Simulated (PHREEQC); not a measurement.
Consider water at 50 °C with 0.023 mol H2SO4, 0.32 mol LiCl and 0.35 mol Na2SO4 per kg of water. Closed to the air; pH follows from the charge balance.

All values are PHREEQC results (ion-association model, phreeqc.dat), not measurements.

```json
{
  "pH": "2.20",
  "ionic_strength": "1.08 mol/kgw",
  "activity_of_water": "0.973",
  "density": "1.038 g/cm³",
  "total_alkalinity": "-46.0 meq/kg"
}
```

| species | molality | activity | log γ |
|---|---|---|---|
| Na+ | 0.595 | 0.429 | -0.142 |
| Cl- | 0.320 | 0.189 | -0.228 |
| Li+ | 0.285 | 0.188 | -0.181 |
| SO4-2 | 0.195 | 0.0270 | -0.858 |
| NaSO4- | 0.105 | 0.0673 | -0.194 |
| HSO4- | 0.0374 | 0.0298 | -0.099 |
| LiSO4- | 0.0354 | 0.0221 | -0.204 |
| H+ | 0.00855 | 0.00626 | -0.135 |

This is a speciation only: nothing precipitates in the calculation. Ionic strength above about 0.7 mol/kgw puts this run outside the model's range. Species that the database lacks are ignored. At this temperature some constants are extrapolated from 25 °C, and those without enthalpy data are left unchanged.
